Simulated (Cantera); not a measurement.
Transport properties of process gases

Gas mixture: N2 : C2H4 = 0.27 : 0.7 (molar parts), at 13300 Pa, frozen composition.

Cantera's kinetic-theory transport with the Lennard-Jones parameters of GRI-Mech 3.0, ideal gas; thermal conductivity in the mixture-averaged form. The composition is frozen, though it would react at the higher temperatures.

```json
[
 {"T (K)": "400", "ρ (kg/m³)": "0.112", "cp (J/kg/K)": "1646", "μ (µPa s)": "15.3", "λ (mW/m/K)": "33.4", "Pr": "0.754", "D (cm²/s) CH4": "2.36", "D (cm²/s) C2H2": "1.75", "D (cm²/s) CH3": "2.37"},
 {"T (K)": "600", "ρ (kg/m³)": "0.0749", "cp (J/kg/K)": "2124", "μ (µPa s)": "21.5", "λ (mW/m/K)": "58.3", "Pr": "0.783", "D (cm²/s) CH4": "4.86", "D (cm²/s) C2H2": "3.66", "D (cm²/s) CH3": "4.88"},
 {"T (K)": "800", "ρ (kg/m³)": "0.0562", "cp (J/kg/K)": "2471", "μ (µPa s)": "26.8", "λ (mW/m/K)": "83.2", "Pr": "0.795", "D (cm²/s) CH4": "8.01", "D (cm²/s) C2H2": "6.08", "D (cm²/s) CH3": "8.05"},
 {"T (K)": "1000", "ρ (kg/m³)": "0.0450", "cp (J/kg/K)": "2747", "μ (µPa s)": "31.5", "λ (mW/m/K)": "107", "Pr": "0.808", "D (cm²/s) CH4": "11.7", "D (cm²/s) C2H2": "8.94", "D (cm²/s) CH3": "11.8"},
 {"T (K)": "1200", "ρ (kg/m³)": "0.0375", "cp (J/kg/K)": "2951", "μ (µPa s)": "35.8", "λ (mW/m/K)": "130", "Pr": "0.815", "D (cm²/s) CH4": "16.0", "D (cm²/s) C2H2": "12.2", "D (cm²/s) CH3": "16.0"},
 {"T (K)": "1400", "ρ (kg/m³)": "0.0321", "cp (J/kg/K)": "3112", "μ (µPa s)": "39.8", "λ (mW/m/K)": "151", "Pr": "0.819", "D (cm²/s) CH4": "20.7", "D (cm²/s) C2H2": "15.8", "D (cm²/s) CH3": "20.8"}
]
```
D: mixture-averaged diffusion coefficient of that species in the mixture.
